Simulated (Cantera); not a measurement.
An adiabatic, constant-pressure homogeneous reactor starts with C2H4 : O2 : N2 : H2O = 1 : 2.5 : 9.4 : 0.017 (molar parts), at 1448 K and 1.00 atm.

Detailed kinetics in Cantera: GRI-Mech 3.0 (53 species, 325 reactions). GRI-Mech 3.0 was tuned for natural gas; its chemistry of ethylene as a main component is partial and can be far from experiment.

Task: Predict: time of steepest temperature rise; temperature at 2.00 s; equilibrium temperature; x(O2) at 2.00 s; x(H2O) at 2.00 s; x(CO) at 2.00 s; x(NO) at 2.00 s.

Result: 
```
Property                                                            Result
---------------------------------  ---------------------------------------
time of steepest temperature rise                                  41.9 µs
temperature at 2.00 s                                               2835 K
equilibrium temperature                                             2835 K
x(O2) at 2.00 s                      0.0118 (gas-phase equilibrium 0.0118)
x(H2O) at 2.00 s                       0.104 (gas-phase equilibrium 0.104)
x(CO) at 2.00 s                      0.0884 (gas-phase equilibrium 0.0884)
x(NO) at 2.00 s                    0.00847 (gas-phase equilibrium 0.00847)
```
